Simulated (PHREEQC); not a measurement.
A solution holds 0.059 mol/kgw HF, 0.14 mol/kgw (NH4)2SiF6 and 0.031 mol/kgw H3PO4, at 7.6 °C. Closed to the air; pH follows from the charge balance.

The numbers come from PHREEQC with the ion-association model, phreeqc.dat.

No solid was allowed to form.

Q: Estimate the pH.

A: pH 1.81.

Q: In which forms is P present?

A: H3PO4 54 %, H2PO4- 46 % of the P.

At this temperature some constants are extrapolated from 25 °C, and those without enthalpy data are left unchanged. SiF6-2 is the database's only silicon fluoride.
